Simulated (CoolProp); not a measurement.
Computed with CoolProp (reference Helmholtz-energy equation of state, Penoncello 2003).

**Question.** Give the vapour pressure (kPa), vapour viscosity (µPa s), liquid conductivity (mW/(m K)) of saturated CHF3 (R23) at -60.85 °C.

**Answer.** 
```
T (°C)  p (kPa)  vapour viscosity (µPa s)  liquid conductivity (mW/(m K))
------  -------  ------------------------  ------------------------------
-60.85      300                      10.6                             118
```

Viscosity comes from a separate model (Shan 2000). Thermal conductivity comes from a separate model (Shan 2000).
